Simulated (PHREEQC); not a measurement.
## Reverse-osmosis reject

A made-up water analysis in mg/kgw, 25 °C, pH 6.99, pe 9.8:

| constituent | mg/kgw |
|---|---|
| Na | 59.3 |
| K | 340 |
| Ca | 118 |
| Mg | 187 |
| Cl | 601 |
| S(6) as SO4 | 447 |
| Alkalinity as HCO3 | 350 |
| N(5) as NO3 | 2.74 |
| Si as SiO2 | 0.427 |
| F | 4.27 |
| Li | 0.248 |

Valence states are taken as typed.

Model: ion-association model, phreeqc.dat, run in PHREEQC.

No solid was allowed to form.

What ionic strength, specific conductance, charge-balance error does the model give?

ionic strength 0.0410 mol/kgw; specific conductance 3170 µS/cm; charge-balance error 0.6 %.

In which forms is Mg present?

Mg+2 82 %, MgSO4 15 %, MgHCO3+ 2.7 %, MgF+ 0.5 % of the Mg.

The solution is supersaturated, for example in Fluorite, so a real one may precipitate; this is no full list. SiF6-2 is the database's only silicon fluoride.
